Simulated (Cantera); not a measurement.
## Gas-phase reforming

An isothermal, constant-pressure homogeneous reactor starts with 63.3 % CH4, 25.9 % CO2, 10.8 % H2, at 1375 K and 80000 Pa.

Model: GRI-Mech 3.0 (53 species, 325 reactions), integrated in Cantera. GRI-Mech 3.0 stops at C3 and has no aromatics, soot or wall deposition, so with more carbon than oxygen in the feed, carbon stays in small species such as C2H2 where larger ones or solid carbon would form.

```csv
t (s),x CH4,x CO2,x H2,x CH2O,x HCO
2.00e-5,0.633,0.259,0.108,<1e-12,<1e-12
6.32e-5,0.633,0.259,0.108,2.70e-12,<1e-12
0.000200,0.633,0.259,0.108,7.94e-11,<1e-12
0.000632,0.633,0.259,0.108,1.93e-9,<1e-12
0.00200,0.633,0.259,0.108,1.92e-8,<1e-12
0.00632,0.633,0.259,0.108,8.02e-8,1.96e-12
0.0200,0.632,0.259,0.108,2.20e-7,6.73e-12
0.0632,0.630,0.259,0.109,3.36e-7,1.28e-11
0.200,0.622,0.256,0.114,3.44e-7,1.49e-11
0.632,0.595,0.248,0.132,3.13e-7,1.93e-11
2.00,0.522,0.221,0.178,2.45e-7,4.36e-11
6.32,0.372,0.146,0.251,1.70e-7,1.84e-10
20.0,0.207,0.0458,0.317,1.19e-7,6.84e-10
63.2,0.187,0.0317,0.353,9.06e-8,9.78e-10
200,0.185,0.0218,0.396,6.74e-8,1.29e-9
```
x: mole fraction; the columns are a selection and need not sum to one.

Equilibrium at this temperature and pressure: CH4 0.158, CO2 1.06e-6, H2 0.485, CH2O 5.67e-8, HCO 1.91e-9 (gas phase only).
